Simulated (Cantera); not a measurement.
## Chemical vapour transport: Al + HCl + H2

Charge: 1 mol Al, 0.09 mol HCl, 0.11 mol H2, at 10.0 mbar.

These are equilibrium values from Cantera (NASA tables, ideal gas, pure condensed phases), not measurements of a reactor. Candidate condensed phases: Al, AlCl3; 12 gas species. The tables' values for AlCl2 are old estimates; treat these amounts as uncertain. Rates play no part.

From 500 °C to 650 °C the condensed part is Al(s). From 700 °C to 1000 °C the condensed part is Al(l). The main Al-bearing gas is AlCl3 at 500 °C and AlCl at 1000 °C.

```
T (°C)  log p H2  log p AlCl  log p AlCl3  log p AlCl2  log p Al2Cl6  n Al(s)  n Al(l)
------  --------  ----------  -----------  -----------  ------------  -------  -------
500        -2.08       -5.30        -2.80        -5.68         -4.80    0.970        0
550        -2.08       -4.73        -2.80        -5.24         -5.28    0.970        0
600        -2.08       -4.22        -2.80        -4.86         -5.72    0.969        0
650        -2.08       -3.78        -2.82        -4.53         -6.13    0.968        0
700        -2.09       -3.41        -2.85        -4.25         -6.54        0    0.965
750        -2.10       -3.09        -2.92        -4.03         -6.98        0    0.959
800        -2.12       -2.83        -3.06        -3.88         -7.53        0    0.949
850        -2.15       -2.63        -3.31        -3.83         -8.28        0    0.935
900        -2.18       -2.52        -3.73        -3.91         -9.34        0    0.922
950        -2.19       -2.47        -4.28        -4.10        -10.64        0    0.915
1000       -2.20       -2.45        -4.86        -4.32        -12.00        0    0.912
```
log p: log10 of the partial pressure in bar; n: condensed amount in mol.
